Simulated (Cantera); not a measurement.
An isothermal, constant-pressure homogeneous reactor starts with 69.6 % CH4, 17.4 % CO2, 13.0 % H2, at 1598 K and 0.340 bar.

Model: GRI-Mech 3.0 (53 species, 325 reactions), integrated in Cantera. GRI-Mech 3.0 stops at C3 and has no aromatics, soot or wall deposition, so with more carbon than oxygen in the feed, carbon stays in small species such as C2H2 where larger ones or solid carbon would form.

x: mole fraction; the columns are a selection and need not sum to one.

```csv
t (s),x CH4,x CO2,x H2,x H,x OH,x C2H6,x CH2O
0.000400,0.694,0.174,0.131,5.52e-6,1.08e-8,0.000136,5.34e-7
0.00112,0.691,0.174,0.133,8.50e-6,1.68e-8,0.000630,2.76e-6
0.00312,0.679,0.172,0.140,1.21e-5,2.50e-8,0.00134,5.43e-6
0.00871,0.638,0.167,0.170,1.52e-5,3.55e-8,0.00132,5.27e-6
0.0243,0.541,0.152,0.244,2.07e-5,5.91e-8,0.000865,3.73e-6
0.0679,(withheld),(withheld),(withheld),(withheld),(withheld),(withheld),(withheld)
0.190,0.212,0.0617,0.458,4.16e-5,2.46e-7,0.000141,7.79e-7
0.530,0.0858,0.0120,0.529,5.63e-5,3.81e-7,3.00e-5,2.11e-7
1.48,0.0376,0.00531,0.582,6.82e-5,3.33e-7,7.69e-6,7.75e-8
4.13,0.0274,0.00335,0.618,7.19e-5,1.80e-7,4.68e-6,3.87e-8
11.5,(withheld),(withheld),0.647,7.38e-5,(withheld),(withheld),(withheld)
32.2,0.0205,3.51e-5,0.656,7.44e-5,1.57e-9,3.11e-6,1.84e-8
90.0,0.0204,4.56e-8,0.656,7.45e-5,2.08e-12,3.10e-6,1.83e-8
```

Task: What belongs in the gaps?

Result: 
- 0.0679, x CH4: 0.386
- 0.0679, x CO2: 0.119
- 0.0679, x H2: 0.355
- 0.0679, x H: 2.97e-5
- 0.0679, x OH: 1.17e-7
- 0.0679, x C2H6: 0.000418
- 0.0679, x CH2O: 2.02e-6
- 11.5, x CH4: 0.0223
- 11.5, x CO2: 0.000964
- 11.5, x OH: 4.50e-8
- 11.5, x C2H6: 3.47e-6
- 11.5, x CH2O: 2.19e-8
